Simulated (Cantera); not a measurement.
Feed: 1 mol TEOS, 1.3 mol NO, 0.23 mol H₂, equilibrated at 873.15 K and 15.8 Torr.

Equilibrium computed with Cantera from the NASA thermochemical tables; the gas is ideal and each condensed phase is pure. Candidate condensed phases: C, C₆H₆, C₇H₈, C₈H₁₈, H₂O, Si, SiC, SiO₂, Si₂N₂O, Si₃N₄; 151 gas species. The feed counts by its element totals alone. The numbers say what is thermodynamically allowed, not how fast it happens.

Base state: H₂ 0.719, CO 0.206, N₂ 0.0471, H₂O 0.0132, CO₂ 0.0101, CH₄ 0.00486 (mole fractions); condensed: C(graphite) + SiO₂(β-quartz).

Question: What changes in the equilibrium state with this change: temperature from 873.15 K to 2098 K?

Answer: 
```
species              before     after
-------------------  ------  --------
H₂                    0.719     0.616
CO                    0.206     0.321
N₂                   0.0471    0.0381
H                     <1e-9    0.0167
CO₂                  0.0101   3.55e-8
H₂O                  0.0132   3.36e-7
SiO                   <1e-9   0.00371
C₂H₂ (acetylene)      <1e-9  0.000879
Si                    <1e-9  0.000482
C(graphite), mol       4.95      1.74
SiO₂(β-quartz), mol    1.00         0
SiC(s), mol               0     0.930
```

Question: What changes in the equilibrium state with this change: temperature from 873.15 K to 1223 K?

Answer: 
```tsv
species	before	after
H₂	0.719	0.721
CO	0.206	0.233
N₂	0.0471	0.0458
H₂O	0.0132	7.08e-5
CO₂	0.0101	1.56e-5
HCN	9.29e-8	1.74e-5
CH₄	0.00486	0.000146
C(graphite), mol	4.95	4.70
SiO₂(β-quartz), mol	1.00	1.000
```
The tables hold silica as quartz up to 1696 K and as liquid above; real silica turns to tridymite and cristobalite and melts near 1996 K.
